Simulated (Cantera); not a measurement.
A closed system holds: 1 mol CHF3, 1.2 mol F2, 10 mol H2, equilibrated at 133 Pa.

Cantera equilibrium calculation (NASA polynomials, part measured and part estimated; ideal gas, pure solids and liquids). Candidate condensed phases: C, C6H6, C7H8, C8H18; 110 gas species. Ions and electrons are included (thermal ionisation). Equilibrium is a limit: real reactors are often held back by kinetics, nucleation or transport.

Task: At 5000 K, list the 6 most abundant gas species with their mole fractions, and the condensed phases.

Result: H 0.766, F 0.197, C 0.0362, e- 0.000314, C+ 0.000292, HF 8.77e-5. Condensed: gas only.
